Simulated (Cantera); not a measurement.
An isothermal, constant-pressure homogeneous reactor starts with NH3 : H2 = 1 : 0.97 (molar parts), at 1673 K and 6700 Pa. Integrator tolerance rtol = 1e-08.

Cantera simulation using the gas-phase N/H chemistry of the illustrative SiF4/NH3 mechanism in the Surface Chemkin manual (1991); the numbers are that mechanism's predictions, not measurements. Walls and surfaces, which speed up NH3 decomposition in real reactors, are not modelled.

**Question.** What does this change do: temperature 1673 to 1625 K?

**Answer.** 
```csv
quantity,before,after
x(NH3) at 100 s,0.0240 (gas-phase equilibrium 8.00e-7),0.0798 (gas-phase equilibrium 9.01e-7)
x(H2) at 100 s,0.815 (gas-phase equilibrium 0.831),0.778 (gas-phase equilibrium 0.831)
x(N2) at 100 s,0.160 (gas-phase equilibrium 0.168),0.142 (gas-phase equilibrium 0.168)
x(N2H2) at 100 s,1.13e-8 (gas-phase equilibrium <1e-12),4.04e-8 (gas-phase equilibrium <1e-12)
x(NH2) at 100 s,1.74e-5 (gas-phase equilibrium 9.69e-10),2.96e-5 (gas-phase equilibrium 6.56e-10)
x(N2H4) at 100 s,2.28e-10 (gas-phase equilibrium <1e-12),1.19e-9 (gas-phase equilibrium <1e-12)
```
